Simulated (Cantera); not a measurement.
An isothermal, constant-pressure homogeneous reactor starts with 98.0 % N2O, 1.67 % H2O, 0.294 % N2, at 1073 K and 0.133 bar.

Cantera simulation using GRI-Mech 3.0 (53 species, 325 reactions); the numbers are that mechanism's predictions, not measurements. GRI-Mech 3.0 was tuned for natural gas; its chemistry of N2O as a main component is partial and can be far from experiment. The mechanism lacks the step 2 NO + O2 → 2 NO2, which can matter for NO2 below about 1400 K. The temperature is held fixed by assumption; the heat of reaction is taken as removed at once.

x: mole fraction; the columns are a selection and need not sum to one.

```
t (s)     x N2O   x H2O     x N2       x H       x HO2
--------  -----  ------  -------  --------  ----------
0.000100  0.980  0.0167  0.00294    <1e-12    1.58e-11
0.000282  0.980  0.0167  0.00294    <1e-12    2.28e-10
0.000795  0.980  0.0167  0.00295  1.97e-12  (withheld)
0.00224   0.980  0.0167  0.00295  5.64e-12  (withheld)
0.00631   0.980  0.0167  0.00298  1.43e-11  (withheld)
0.0178    0.980  0.0167  0.00304  3.10e-11  (withheld)
0.0502    0.980  0.0167  0.00323  5.58e-11  (withheld)
0.141     0.979  0.0167  0.00375  6.60e-11  (withheld)
0.399     0.977  0.0166  0.00523  7.01e-11  (withheld)
1.12      0.971  0.0166  0.00937  6.93e-11  (withheld)
3.17      0.953  0.0165   0.0207  6.70e-11  (withheld)
8.93      0.907  0.0163   0.0512  6.80e-11  (withheld)
25.2      0.791  0.0156    0.127  7.22e-11  (withheld)
71.0      0.555  0.0143    0.281  8.13e-11  (withheld)
200       0.236  0.0125    0.489  8.89e-11  (withheld)
```

**Question.** Some entries are withheld; supply them.

**Answer.** 
- 0.000795, x HO2: 2.39e-9
- 0.00224, x HO2: 1.97e-8
- 0.00631, x HO2: 1.31e-7
- 0.0178, x HO2: 5.79e-7
- 0.0502, x HO2: 1.11e-6
- 0.141, x HO2: 8.79e-7
- 0.399, x HO2: 6.01e-7
- 1.12, x HO2: 3.94e-7
- 3.17, x HO2: 2.21e-7
- 8.93, x HO2: 1.02e-7
- 25.2, x HO2: 3.95e-8
- 71.0, x HO2: 1.30e-8
- 200, x HO2: 3.67e-9
